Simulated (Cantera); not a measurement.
# Thermodynamics of iron carbonyl, mercury and lead vapours, feed Fe(CO)5 + O2 + N2

Input: 1 mol Fe(CO)5, a varied amount of O2, 0.46 mol N2, at 977 °C and 84000 Pa.

Equilibrium computed with Cantera from the NASA thermochemical tables; the gas is ideal and each condensed phase is pure. Candidate condensed phases: C, Fe, Fe(CO)5, FeO, Fe2O3, Fe3O4; 27 gas species. Mutual solubility and eutectic melting of coexisting phases are not modelled. The tables' stoichiometric FeO is somewhat more stable than real wüstite, so its field is too wide. FeO: taken at fixed stoichiometry. Kinetics and transport are ignored.

From 0.027 mol O2 to 0.29 mol O2 the condensed part is Fe(γ). From 0.42 mol O2 to 0.63 mol O2 the condensed part is Fe(γ) + FeO(s). From 0.92 mol O2 to 2 mol O2 the condensed part is FeO(s). At 3 mol O2 the condensed part is FeO(s) + Fe3O4(s).

| n(O2) (mol) | x CO | x CO2 | x N2 | n Fe(γ) | n FeO(s) | n Fe3O4(s) |
|---|---|---|---|---|---|---|
| 0.027 | 0.906 | 0.00989 | 0.0842 | 1.00 | 0 | 0 |
| 0.04 | 0.901 | 0.0147 | 0.0842 | 1.00 | 0 | 0 |
| 0.06 | 0.894 | 0.0220 | 0.0842 | 1.00 | 0 | 0 |
| 0.088 | 0.884 | 0.0322 | 0.0842 | 1.00 | 0 | 0 |
| 0.13 | 0.868 | 0.0476 | 0.0842 | 1.00 | 0 | 0 |
| 0.19 | 0.846 | 0.0696 | 0.0842 | 1.00 | 0 | 0 |
| 0.29 | 0.810 | 0.106 | 0.0842 | 1.00 | 0 | 0 |
| 0.42 | 0.767 | 0.148 | 0.0842 | 0.971 | 0.0294 | 0 |
| 0.63 | 0.767 | 0.148 | 0.0842 | 0.551 | 0.449 | 0 |
| 0.92 | 0.762 | 0.154 | 0.0842 | 0 | 1.00 | 0 |
| 1.4 | 0.586 | 0.330 | 0.0842 | 0 | 1.00 | 0 |
| 2 | 0.366 | 0.549 | 0.0842 | 0 | 1.00 | 0 |
| 3 | 0.0466 | 0.869 | 0.0842 | 0 | 0.236 | 0.255 |
x: gas mole fraction; n: condensed amount in mol.
